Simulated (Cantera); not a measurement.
Charge: 1 mol Cu₂O, 700 mol H₂, 5.2 mol H₂O, at 1125 °C and 1.33 mbar.

These are equilibrium values from Cantera (NASA tables, ideal gas, pure condensed phases), not measurements of a reactor. Candidate condensed phases: Cu, CuO, Cu(OH)₂, Cu₂O, H₂O; 12 gas species. Kinetics and transport are ignored.

Base state: H₂ 0.990, H₂O 0.00878, Cu 0.000973, H 0.000129 (mole fractions); condensed: Cu(l).

Q: What changes in the equilibrium state with this change: temperature from 1125 °C to 1050 °C?

A: 
```json
[
 {"species": "H₂", "before": "0.990", "after": "0.991"},
 {"species": "H₂O", "before": "0.00878", "after": "0.00879"},
 {"species": "Cu", "before": "0.000973", "after": "0.000202"},
 {"species": "H", "before": "0.000129", "after": "4.33e-5"},
 {"species": "Cu(l), mol", "before": "1.31", "after": "0"},
 {"species": "Cu(s), mol", "before": "0", "after": "1.86"}
]
```
